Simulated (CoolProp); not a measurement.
Vapour-liquid equilibrium of R125 (1) + n-butane (2) at 5.8 bar; x and y are mole fractions of (1).

Values from CoolProp's multi-fluid Helmholtz-energy mixture model, Lemmon 2005 and Bücker 2006; pair parameters Bell 2016.

| x | bubble temperature (K) | y at the bubble point | dew temperature at overall composition x (K) | liquid density (mol/L) |
|---|---|---|---|---|
| 0.05 | 310.8 | 0.382 | 327.1 | 9.577 |
| 0.125 | 293.6 | 0.640 | 323.8 | 9.930 |
| 0.2 | 284.5 | 0.743 | 320.2 | 10.12 |
| 0.275 | 279.6 | 0.791 | 316.5 | 10.24 |
| 0.35 | 276.7 | 0.817 | 312.6 | 10.31 |
| 0.425 | 275.0 | 0.834 | 308.3 | 10.36 |
| 0.5 | 273.9 | 0.846 | 303.6 | 10.41 |
| 0.575 | 273.0 | 0.856 | 298.5 | 10.47 |
| 0.65 | 272.2 | 0.867 | 292.8 | 10.54 |
| 0.725 | 271.3 | 0.880 | 286.2 | 10.62 |
| 0.8 | 270.5 | 0.898 | 278.6 | 10.74 |
| 0.875 | 269.7 | 0.924 | 271.6 | 10.88 |
| 0.95 | 269.0 | 0.963 | 269.2 | 11.04 |

No azeotrope shows between x = 0.05 and 0.95.

Pair parameters are fitted to limited data, so mixtures are less certain than the pure fluids. With so large a gap from Raoult's law the liquid may split in two, which this calculation doesn't test in full.
